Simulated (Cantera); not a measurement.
What does this Cantera script print?

```python
import numpy as np
import cantera as ct

gas_names = [...]  # 114 gases of nasa_gas.yaml made of C, Fe, H, O
cond_names = """
    C(gr) C6H6(L) C7H8(L) C8H18(L),n-octa Fe(a) Fe(c) Fe(d) Fe(L) FeC5O5(L) FeO(s) FeO(L) Fe(OH)2(s)
    Fe(OH)3(s) Fe2O3(s) Fe3O4(s) H2O(s) H2O(L)
""".split()


# ... load() reads the species with a 1 bar reference pressure and builds the phases ...
atoms = {
    'Fe(CO)5': {'Fe': 1, 'C': 5, 'O': 5},
    'O2': {'O': 2},
    'H2': {'H': 2},
}
top_T = {'C(gr)': 4500, 'Fe2O3(s)': 1830, 'Fe3O4(s)': 1870}  # K; cautious upper limits of use, not melting points


# ... equilibrate(T, P, feed) seeds the gas with the atoms and calls Mixture.equilibrate('TP', solver="vcs", rtol=1e-11, max_steps=5000) ...
results = []
T = 1425  # K
P = 18  # Pa
for m in [0.79, 3.5, 6.1, 8.8, 11, 14, 17, 20]:
    feed = {'Fe(CO)5': 1, 'O2': 0.77, 'H2': m}  # mol
    mix = equilibrate(T, P, feed)
    results.append((T, P, feed, dict(zip(mix.species_names, mix.species_moles))))

top = {s: max(r[3][s] / sum(r[3][g] for g in gas_names) for r in results) for s in gas_names}
cols = sorted((s for s in top if top[s] > 1e-06), key=lambda s: -top[s])[:6]
seen = [c for c in cond_names if any(r[3].get(c, 0) > 1e-12 for r in results)]
print("log10 of partial pressures in bar; condensed amounts in mol")
print(f"{'n(H2)':>10s}" + "".join(f"{s[:9]:>10s}" for s in cols + seen))
for T, P, feed, n in results:
    ng = sum(n[g] for g in gas_names)
    print(f"{feed['H2']:10.4g}" + "".join(f"{np.log10(max(n[s] / ng * P / 1e5, 1e-99)):10.3f}" for s in cols)
          + "".join(f"{n.get(c, 0):10.4g}" for c in seen))
```

Output:

```
log10 of partial pressures in bar; condensed amounts in mol
     n(H2)        H2        CO       CO2       H2O         H        Fe     Fe(c)    FeO(s)
      0.79    -4.752    -3.877    -4.647    -5.165    -7.542    -7.554    0.4051     0.594
       3.5    -4.258    -4.036    -4.861    -4.725    -7.295    -7.554    0.9987         0
       6.1    -4.091    -4.131    -5.146    -4.749    -7.212    -7.554    0.9983         0
       8.8    -4.005    -4.215    -5.369    -4.801    -7.169    -7.554    0.9979         0
        11    -3.961    -4.274    -5.516    -4.846    -7.147    -7.554    0.9975         0
        14    -3.921    -4.344    -5.683    -4.903    -7.126    -7.554     0.997         0
        17    -3.893    -4.405    -5.823    -4.955    -7.113    -7.554    0.9966         0
        20    -3.873    -4.458    -5.944    -5.002    -7.103    -7.554    0.9961         0
```

Cantera equilibrium calculation (NASA polynomials, part measured and part estimated; ideal gas, pure solids and liquids). Mutual solubility and eutectic melting of coexisting phases are not modelled. The tables' stoichiometric FeO is somewhat more stable than real wüstite, so its field is too wide. FeO: taken at fixed stoichiometry.
